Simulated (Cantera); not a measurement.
A closed system holds: 1 mol Fe3O4, 0.41 mol CH4, 0.89 mol H2, at 1825 K and 1330 Pa.

Cantera equilibrium calculation (NASA polynomials, part measured and part estimated; ideal gas, pure solids and liquids). Candidate condensed phases: C, C6H6, C7H8, C8H18, Fe, Fe(CO)5, FeO, Fe(OH)2, Fe(OH)3, Fe2O3, Fe3O4, H2O; 114 gas species. The tables' stoichiometric FeO is somewhat more stable than real wüstite, so its field is too wide. FeO: taken at fixed stoichiometry. Kinetics and transport are ignored.

Base state: H2 0.543, H2O 0.259, CO 0.172, CO2 0.0209, Fe 0.00299, H 0.00281, OH 9.38e-5, Fe(OH)2 4.30e-5 (mole fractions); condensed: FeO(l).

Q: What changes in the equilibrium state with this change: CH4 from 0.41 to 4.1 mol?

A: 
```json
[
 {"species": "H2", "before": "0.543", "after": "0.689"},
 {"species": "CO", "before": "0.172", "after": "0.304"},
 {"species": "H", "before": "0.00281", "after": "0.00317"},
 {"species": "H2O", "before": "0.259", "after": "7.05e-7"},
 {"species": "CO2", "before": "0.0209", "after": "7.94e-8"},
 {"species": "Fe", "before": "0.00299", "after": "0.00314"},
 {"species": "C2H2 (acetylene)", "before": "<1e-9", "after": "0.000148"},
 {"species": "OH", "before": "9.38e-5", "after": "<1e-9"},
 {"species": "Fe(OH)2", "before": "4.30e-5", "after": "<1e-9"},
 {"species": "FeO(l), mol", "before": "2.99", "after": "0"},
 {"species": "C(graphite), mol", "before": "0", "after": "0.0960"},
 {"species": "Fe(l), mol", "before": "0", "after": "2.96"}
]
```
Iron dissolves carbon and melts from about 1420 K in contact with it, which pure phases cannot show. Condensed phases not in the tables: cementite and carbon dissolved in iron.

Q: What changes in the equilibrium state with this change: Fe3O4 replaced by Ta2O5?

A: 
```
species         before    after
-------------  -------  -------
H2               0.543    0.850
CO               0.172    0.146
H              0.00281  0.00352
H2O              0.259  0.00114
CO2             0.0209  4.98e-5
Fe             0.00299        0
Fe(OH)2        4.30e-5        0
FeO            1.80e-5        0
FeO(l), mol       2.99        0
TaC(s), mol          0    0.118
Ta2O5(s), mol        0    0.941
```
Mutual solubility and eutectic melting of coexisting phases are not modelled. TaC: taken at fixed stoichiometry. Condensed phases not in the tables: Ta2C. Further candidate phases: Ta, TaC, Ta2O5.

Q: What changes in the equilibrium state with this change: temperature from 1825 K to 1850 K?

A: 
| species | before | after |
|---|---|---|
| H2 | 0.543 | 0.540 |
| H2O | 0.259 | 0.260 |
| CO | 0.172 | 0.172 |
| Fe | 0.00299 | 0.00417 |
| CO2 | 0.0209 | 0.0206 |
| FeO | 1.80e-5 | 2.71e-5 |
| OH | 9.38e-5 | 0.000122 |
| FeO(l), mol | 2.99 | 2.99 |
